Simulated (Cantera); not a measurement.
Feed: 1 mol SiO2, 0.93 mol MgO, 0.68 mol N2, equilibrated at 10.0 mbar.

Cantera equilibrium calculation (NASA polynomials, part measured and part estimated; ideal gas, pure solids and liquids). Candidate condensed phases: Mg, MgO, MgSiO3, Mg2SiO4, Si, SiO2, Si2N2O, Si3N4; 20 gas species. Mutual solubility and eutectic melting of coexisting phases are not modelled. The tables hold silica as quartz up to 1696 K and as liquid above; real silica turns to tridymite and cristobalite and melts near 1996 K. Condensed phases not in the tables: alloys, solid solutions and most ternary compounds. Equilibrium is a limit: real reactors are often held back by kinetics, nucleation or transport.

x: gas mole fraction; n: condensed amount in mol.

| T (K) | x N2 | x SiO | x NO | x O2 | x O | x Mg | n MgSiO3(s) | n SiO2(β-quartz) | n SiO2(condensed) |
|---|---|---|---|---|---|---|---|---|---|
| 1248 | 1.00 | 7.42e-11 | 7.84e-11 | <1e-12 | <1e-12 | 4.30e-12 | 0.930 | 0.0700 | 0 |
| 1298 | 1.00 | 3.86e-10 | 4.06e-10 | <1e-12 | <1e-12 | 2.08e-11 | 0.930 | 0.0700 | 0 |
| 1348 | 1.00 | 1.77e-9 | 1.85e-9 | 1.99e-12 | 5.75e-12 | 8.94e-11 | 0.930 | 0.0700 | 0 |
| 1398 | 1.00 | 7.31e-9 | 7.58e-9 | 1.85e-11 | 3.95e-11 | 3.47e-10 | 0.930 | 0.0700 | 0 |
| 1448 | 1.00 | 2.73e-8 | 2.80e-8 | 1.47e-10 | 2.37e-10 | 1.23e-9 | 0.930 | 0.0700 | 0 |
| 1498 | 1.00 | ___ | ___ | ___ | ___ | ___ | 0.930 | 0.0700 | 0 |
| 1548 | 1.000 | 2.99e-7 | 2.93e-7 | 6.01e-9 | 5.92e-9 | 1.22e-8 | 0.930 | 0.0700 | 0 |
| 1598 | 1.000 | 8.90e-7 | 8.37e-7 | 3.15e-8 | 2.51e-8 | 3.47e-8 | 0.930 | 0.0700 | 0 |
| 1648 | 1.000 | 2.51e-6 | 2.22e-6 | 1.45e-7 | 9.66e-8 | 9.43e-8 | 0.930 | 0.0700 | 0 |
| 1698 | 1.000 | 6.74e-6 | 5.46e-6 | 5.95e-7 | 3.38e-7 | 2.45e-7 | 0.930 | 0 | 0.0700 |
| 1748 | 1.000 | ___ | ___ | ___ | ___ | ___ | 0.930 | 0 | 0.0700 |
| 1798 | 1.000 | 4.23e-5 | 2.68e-5 | 6.96e-6 | 3.15e-6 | 1.54e-6 | 0.930 | 0 | 0.0700 |

**Question.** Complete the blanks.

**Answer.** 
- 1498, x SiO: 9.38e-8
- 1498, x NO: 9.46e-8
- 1498, x O2: 1.01e-9
- 1498, x O: 1.25e-9
- 1498, x Mg: 4.00e-9
- 1748, x SiO: 1.72e-5
- 1748, x NO: 1.25e-5
- 1748, x O2: 2.14e-6
- 1748, x O: 1.07e-6
- 1748, x Mg: 6.26e-7
